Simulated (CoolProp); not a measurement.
Vapour-liquid equilibrium of R1234yf (1) + R1234ze(E) (2) at 273.8 K; x and y are mole fractions of (1).

Values from CoolProp's multi-fluid Helmholtz-energy mixture model, Lemmon 2022 and Thol 2016; pair parameters Bell 2022.

```csv
x,"bubble pressure, mixture model (MPa)","bubble pressure, Raoult's law (MPa)","y, mixture model","y, Raoult's law"
0.05,0.2277,0.2268,0.073,0.071
0.2,0.2444,0.2420,0.265,0.267
0.35,0.2600,0.2572,0.432,0.439
0.5,0.2748,0.2723,0.582,0.593
0.65,0.2892,0.2875,0.719,0.730
0.8,0.3036,0.3027,0.845,0.853
0.95,0.3180,0.3178,0.963,0.965
```

The largest gap from Raoult's law is +1.1 % in bubble pressure, at x = 0.35. No azeotrope shows between x = 0.05 and 0.95.

Pair parameters are fitted to limited data, so mixtures are less certain than the pure fluids.
